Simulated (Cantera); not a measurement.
A freely propagating, adiabatic, planar premixed flame of 9.64 % CH4, 1.45 % CO, 22.3 % O2, 64.5 % N2, 2.12 % CO2, equivalence ratio 0.90, unburnt at 675 K and 143 Torr; mixture-averaged transport, grid criteria slope 0.08 and curve 0.16, no radiation.

Cantera simulation using GRI-Mech 3.0 (53 species, 325 reactions); the numbers are that mechanism's predictions, not measurements. Burning velocities carry a grid error of a few per cent, more on coarse grids.

Q: Predict: laminar burning velocity; thermal thickness; peak x(HCN); peak x(O); peak x(CH2).

A: 
| Quantity | Result |
|---|---|
| laminar burning velocity | 263 cm/s |
| thermal thickness | 1.19 mm |
| peak x(HCN) | 2.05e-6 |
| peak x(O) | 0.0117 |
| peak x(CH2) | 7.70e-5 |
